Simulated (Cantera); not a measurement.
## Cu + HF + N2 (aluminium and copper etching)

Input: 1 mol Cu, 3.6 mol HF, 3.3 mol N2, held at 3.80 Pa.

Equilibrium computed with Cantera from the NASA thermochemical tables; the gas is ideal and each condensed phase is pure. Candidate condensed phases: Cu, CuF2; 25 gas species. Rates play no part.

```
T (°C)   x HF   x N2      x Cu     x CuF      x H2  n Cu(s)  n Cu(l)
------  -----  -----  --------  --------  --------  -------  -------
500     0.522  0.478  3.05e-12   3.71e-8   1.86e-8     1.00        0
600     0.522  0.478   1.19e-9   7.90e-7   3.95e-7    1.000        0
700     0.522  0.478   1.35e-7   8.92e-6   4.46e-6    1.000        0
800     0.522  0.478   6.27e-6   6.38e-5   3.19e-5    1.000        0
900     0.521  0.478  0.000150  0.000325  0.000162    0.997        0
1000    0.519  0.477   0.00217   0.00127  0.000635    0.976        0
1100    0.506  0.467    0.0208   0.00398   0.00198        0    0.825
```
x: gas mole fraction; n: condensed amount in mol.

From 500 °C to 1000 °C the condensed part is Cu(s). At 1100 °C the condensed part is Cu(l). The main Cu-bearing gas is CuF at 500 °C and Cu at 1100 °C.
